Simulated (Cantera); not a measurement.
A Cantera script and its output.

```python
import numpy as np
import cantera as ct

gas = ct.Solution("gri30.yaml")
gas.TPX = 1173, 2300, {'H2': 0.089, 'O2': 1}
inlet = ct.Reservoir(gas, clone=True)

reactor = ct.IdealGasConstPressureReactor(gas, energy="off", clone=False)
exhaust = ct.Reservoir(gas, clone=True)
tau = [8.2, 1.7, 0.35, 0.073, 0.015, 0.0031, 0.00064, 0.00013][0]
for a, b in ((inlet, reactor), (reactor, exhaust)):
    ct.MassFlowController(a, b, mdot=lambda t: reactor.mass / tau)
net = ct.ReactorNet([reactor])
show = ['H2', 'O2', 'H', 'OH', 'HO2', 'H2O']

rows = []
print(f"{'tau/s':>10s}{'T/K':>9s}" + "".join(f"{s:>11s}" for s in show))
for tau in [8.2, 1.7, 0.35, 0.073, 0.015, 0.0031, 0.00064, 0.00013]:
    net.initial_time = 0.0
    net.advance(30 * tau)
    before = gas.X
    net.advance(40 * tau)
    drift = np.max(np.abs(gas.X - before) / (gas.X + 1e-9))
    rows.append([gas.T, *gas[show].X, drift])
    print(f"{tau:10.3e}{gas.T:9.1f}" + "".join(f"{x:11.3e}" for x in gas[show].X))
```

Output:

```
     tau/s      T/K         H2         O2          H         OH        HO2        H2O
 8.200e+00   1173.0  5.631e-05  9.142e-01  1.338e-05  4.484e-04  1.218e-06  8.489e-02
 1.700e+00   1173.0  1.500e-04  9.134e-01  6.428e-05  7.601e-04  2.437e-06  8.457e-02
 3.500e-01   1173.0  3.902e-04  9.113e-01  3.042e-04  1.293e-03  4.297e-06  8.383e-02
 7.300e-02   1173.0  9.811e-04  9.061e-01  1.342e-03  2.177e-03  6.542e-06  8.197e-02
 1.500e-02   1173.0  2.442e-03  8.947e-01  5.087e-03  3.555e-03  8.546e-06  7.721e-02
 3.100e-03   1173.0  6.184e-03  8.804e-01  1.287e-02  5.329e-03  9.538e-06  6.754e-02
 6.400e-04   1173.0  1.779e-02  8.788e-01  1.799e-02  7.083e-03  9.357e-06  5.168e-02
 1.300e-04   1173.0  5.500e-02  9.007e-01  8.650e-03  5.096e-03  7.013e-06  1.987e-02
```

Model: GRI-Mech 3.0 (53 species, 325 reactions), integrated in Cantera. Radical loss at walls, strong at low pressure, is not modelled. The temperature is held fixed by assumption; the heat of reaction is taken as removed at once.
